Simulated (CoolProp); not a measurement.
Hydrogen chloride along the isobar 0.785 MPa: density (kg/m³) from the reference equation and from simpler models built on Tc = 51.5 °C, pc = 8.314 MPa, ω = 0.130; each cubic takes its own stable root.

Model: reference Helmholtz-energy equation of state, Thol 2018, in CoolProp.

```csv
T (°C),phase,reference,van der Waals,Redlich-Kwong,Soave-Redlich-Kwong,Peng-Robinson
-40.95,liquid,1067,15.86,16.26,929.3,1053
-13.65,gas,14.38,13.96,14.17,14.20,14.27
13.65,gas,12.69,12.49,12.60,12.61,12.67
40.95,gas,11.42,11.31,11.37,11.38,11.42
68.25,gas,10.40,10.35,10.38,10.37,10.41
95.55,gas,9.567,9.535,9.551,9.542,9.573
122.85,gas,8.863,8.846,8.852,8.841,8.868
150.05,gas,8.263,8.254,8.255,8.242,8.265
177.35,gas,7.740,7.736,7.733,7.721,7.740
204.65,gas,7.281,7.281,7.276,7.263,7.280
231.95,gas,6.874,6.876,6.871,6.858,6.873
259.25,gas,6.512,6.516,6.509,6.497,6.510
```

At some of these states van der Waals, Redlich-Kwong gives the other phase, because its saturation line lies elsewhere.
